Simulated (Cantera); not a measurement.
Feed: 1 mol B2O3, 0.54 mol NF3, 0.12 mol O2, equilibrated at 0.160 bar.

These are equilibrium values from Cantera (NASA tables, ideal gas, pure condensed phases), not measurements of a reactor. Candidate condensed phases: B, BN, B2O3; 31 gas species. Rates play no part.

Question: At 1025 °C, list the 4 most abundant gas species with their mole fractions, and the condensed phases.

Answer: O2 0.388, BF3 0.345, N2 0.199, B3O3F3 0.0479. Condensed: B2O3(l).
